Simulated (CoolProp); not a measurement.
Vapour-liquid equilibrium of fluoroethane (R161) (1) + R227EA (2) at 0.0021 MPa; x and y are mole fractions of (1).

Model: multi-fluid Helmholtz-energy mixture model, Wu 2012 and Lemmon 2016; pair parameters Bell 2016, in CoolProp.

Give the bubble temperature and the first vapour's composition at x = 0.45, 0.75, 0.85. Is there an azeotrope?

x = 0.45: -88.6 °C, y = 0.809; x = 0.75: -94.5 °C, y = 0.962; x = 0.85: -95.8 °C, y = 0.981. No azeotrope shows between x = 0.05 and 0.95.

The pair parameters rest on a limited set of measurements; away from them the model extrapolates.
